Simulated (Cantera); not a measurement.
Charge: 1 mol CH₂F₂, 0.049 mol F₂, 0.75 mol H₂, equilibrated at 2773 K and 1.33 mbar.

Equilibrium computed with Cantera from the NASA thermochemical tables; the gas is ideal and each condensed phase is pure. Candidate condensed phases: C, C₆H₆, C₇H₈, C₈H₁₈; 95 gas species. Kinetics and transport are ignored.

Base state: HF 0.561, H 0.356, H₂ 0.0306, F 0.0259, C₃ 0.0169, C 0.00367, CF 0.00179, C₂ 0.00164 (mole fractions); condensed: C(graphite).

Q: What changes in the equilibrium state with this change: 0.36 mol Cl₂ added?

A: 
| species | before | after |
|---|---|---|
| HF | 0.561 | 0.463 |
| H | 0.356 | 0.295 |
| Cl | 0 | 0.153 |
| HCl | 0 | 0.0157 |
| H₂ | 0.0306 | 0.0211 |
| F | 0.0259 | 0.0258 |
| C₃ | 0.0169 | 0.0169 |
| C₄H₂ | 1.18e-5 | 8.12e-6 |
| C₂H₂ (acetylene) | 0.000933 | 0.000641 |
| C₂H | 0.00131 | 0.00108 |
| CH | 1.58e-5 | 1.31e-5 |
| CF₂ | 1.80e-5 | 1.79e-5 |
| C(graphite), mol | 0.768 | 0.727 |
